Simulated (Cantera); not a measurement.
Gas mixture: N2O : CO2 = 0.65 : 0.67 (molar parts), at 1.00 bar, frozen composition.

Cantera's kinetic-theory transport with the Lennard-Jones parameters of GRI-Mech 3.0, ideal gas; thermal conductivity in the mixture-averaged form. The composition is frozen, though it would react at the higher temperatures.

One state of this run: ρ (kg/m³) = 0.814; cp (J/kg/K) = 1115; μ (µPa s) = 29.4; λ (mW/m/K) = 44.6; Pr = 0.735; D (cm²/s) NH3 = 0.721; D (cm²/s) NO = 0.616; D (cm²/s) O = 0.997. D: mixture-averaged diffusion coefficient of that species in the mixture.

Which value of T (K) does it belong to?
A. 2400
B. 1900
C. 1400
D. 650

D, 650
